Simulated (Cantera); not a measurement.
**SiH4 + CO2 (silicon oxide and oxynitride deposition)**

Input: 1 mol SiH4, a varied amount of CO2, equilibrated at 1448.15 K and 0.133 bar.

Equilibrium computed with Cantera from the NASA thermochemical tables; the gas is ideal and each condensed phase is pure. Candidate condensed phases: C, C6H6, C7H8, C8H18, H2O, Si, SiC, SiO2; 123 gas species. Mutual solubility and eutectic melting of coexisting phases are not modelled. The tables hold silica as quartz up to 1696 K and as liquid above; real silica turns to tridymite and cristobalite and melts near 1996 K. Gases not in the tables: Si(OH)4. Kinetics and transport are ignored.

```csv
n(CO2) (mol),x H2,x CO,x CO2,x H2O,x SiO,x CH4,n Si(s),n SiC(s),n SiO2(β-quartz),n C(graphite)
0.41,0.998,3.26e-5,2.55e-11,1.86e-6,0.00146,2.62e-6,0.179,0.410,0.409,0
0.53,0.980,0.0195,1.29e-7,1.54e-5,0.000173,0.000179,0,0.490,0.510,0
0.71,0.928,0.0717,7.32e-7,2.24e-5,0.000112,0.000383,0,0.367,0.633,0.188
0.93,0.928,0.0717,7.32e-7,2.24e-5,0.000112,0.000383,0,0.147,0.853,0.628
1.2,0.833,0.167,3.96e-6,4.69e-5,4.83e-5,0.000308,0,0,1.000,0.799
1.6,0.625,0.375,2.00e-5,7.90e-5,2.15e-5,0.000173,0,0,1.000,0.400
2.1,0.471,0.505,0.00759,0.0168,7.61e-8,4.71e-7,0,0,1.00,0
2.8,0.318,0.516,0.0677,0.0989,8.72e-9,2.51e-8,0,0,1.00,0
3.7,0.204,0.498,0.151,0.147,3.77e-9,4.31e-9,0,0,1.00,0
4.9,0.125,0.455,0.255,0.165,2.04e-9,7.97e-10,0,0,1.00,0
```
x: gas mole fraction; n: condensed amount in mol.

At 0.41 mol CO2 the condensed part is Si(s) + SiC(s) + SiO2(β-quartz). At 0.53 mol CO2 the condensed part is SiC(s) + SiO2(β-quartz). From 0.71 mol CO2 to 0.93 mol CO2 the condensed part is C(graphite) + SiC(s) + SiO2(β-quartz). From 1.2 mol CO2 to 1.6 mol CO2 the condensed part is C(graphite) + SiO2(β-quartz). From 2.1 mol CO2 to 4.9 mol CO2 the condensed part is SiO2(β-quartz).
